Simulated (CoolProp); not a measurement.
n-perfluorohexane along the isotherm 176.85 °C: density (kg/m³) from the reference equation and from simpler models built on Tc = 174.9 °C, pc = 1742 kPa, ω = 0.497; each cubic takes its own stable root.

Model: reference Helmholtz-energy equation of state, Gao 2022, in CoolProp.

```csv
p (kPa),phase,reference
201,gas,18.94
402,gas,39.68
603,gas,62.73
804,gas,88.88
1000,gas,118.5
1210,gas,157.4
1410,gas,206.2
1610,gas,281.9
1810,supercritical,611.2
2010,supercritical,905.8
2210,supercritical,964.6
2410,supercritical,1001
2610,supercritical,1028
```

How far does each simpler model (ideal gas, van der Waals, Redlich-Kwong, Soave-Redlich-Kwong, Peng-Robinson) lie from the reference over these 13 states: mean and median of the absolute difference, and the worst?


- ideal gas: mean 44.1 %, median 38.2 %, worst -80.0 % at 176.85 °C and 2010 kPa
- van der Waals: mean 14.8 %, median 8.2 %, worst -34.9 % at 176.85 °C and 2210 kPa
- Redlich-Kwong: mean 8.7 %, median 3.5 %, worst -23.9 % at 176.85 °C and 2010 kPa
- Soave-Redlich-Kwong: mean 9.8 %, median 4.0 %, worst -25.1 % at 176.85 °C and 2010 kPa
- Peng-Robinson: mean 6.0 %, median 1.0 %, worst -17.7 % at 176.85 °C and 2010 kPa
